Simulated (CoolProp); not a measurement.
Vapour-liquid equilibrium of carbon dioxide (1) + R143a (2) at 2.45 °C; x and y are mole fractions of (1).

Model: multi-fluid Helmholtz-energy mixture model, Span 1996 and Lemmon and Jacobsen 2000; pair parameters Bell 2016, in CoolProp.

```json
[
 {"x": "0.05", "bubble pressure, mixture model (MPa)": "0.7817", "bubble pressure, Raoult's law (MPa)": "0.8207", "y, mixture model": "0.163", "y, Raoult's law": "0.226"},
 {"x": "0.125", "bubble pressure, mixture model (MPa)": "0.9762", "bubble pressure, Raoult's law (MPa)": "1.049", "y, mixture model": "0.358", "y, Raoult's law": "0.443"},
 {"x": "0.2", "bubble pressure, mixture model (MPa)": "1.194", "bubble pressure, Raoult's law (MPa)": "1.278", "y, mixture model": "0.501", "y, Raoult's law": "0.582"},
 {"x": "0.275", "bubble pressure, mixture model (MPa)": "1.425", "bubble pressure, Raoult's law (MPa)": "1.507", "y, mixture model": "0.606", "y, Raoult's law": "0.678"},
 {"x": "0.35", "bubble pressure, mixture model (MPa)": "1.664", "bubble pressure, Raoult's law (MPa)": "1.735", "y, mixture model": "0.684", "y, Raoult's law": "0.750"},
 {"x": "0.425", "bubble pressure, mixture model (MPa)": "1.903", "bubble pressure, Raoult's law (MPa)": "1.964", "y, mixture model": "0.743", "y, Raoult's law": "0.804"},
 {"x": "0.5", "bubble pressure, mixture model (MPa)": "2.139", "bubble pressure, Raoult's law (MPa)": "2.192", "y, mixture model": "0.790", "y, Raoult's law": "0.848"},
 {"x": "0.575", "bubble pressure, mixture model (MPa)": "2.371", "bubble pressure, Raoult's law (MPa)": "2.421", "y, mixture model": "0.829", "y, Raoult's law": "0.883"},
 {"x": "0.65", "bubble pressure, mixture model (MPa)": "2.600", "bubble pressure, Raoult's law (MPa)": "2.650", "y, mixture model": "0.862", "y, Raoult's law": "0.912"},
 {"x": "0.725", "bubble pressure, mixture model (MPa)": "2.828", "bubble pressure, Raoult's law (MPa)": "2.878", "y, mixture model": "0.892", "y, Raoult's law": "0.936"},
 {"x": "0.8", "bubble pressure, mixture model (MPa)": "3.058", "bubble pressure, Raoult's law (MPa)": "3.107", "y, mixture model": "0.921", "y, Raoult's law": "0.957"},
 {"x": "0.875", "bubble pressure, mixture model (MPa)": "3.296", "bubble pressure, Raoult's law (MPa)": "3.336", "y, mixture model": "0.949", "y, Raoult's law": "0.975"},
 {"x": "0.95", "bubble pressure, mixture model (MPa)": "3.544", "bubble pressure, Raoult's law (MPa)": "3.564", "y, mixture model": "0.979", "y, Raoult's law": "0.991"}
]
```

The largest gap from Raoult's law is -6.9 % in bubble pressure, at x = 0.125. No azeotrope shows between x = 0.05 and 0.95.

The pair parameters rest on a limited set of measurements; away from them the model extrapolates.
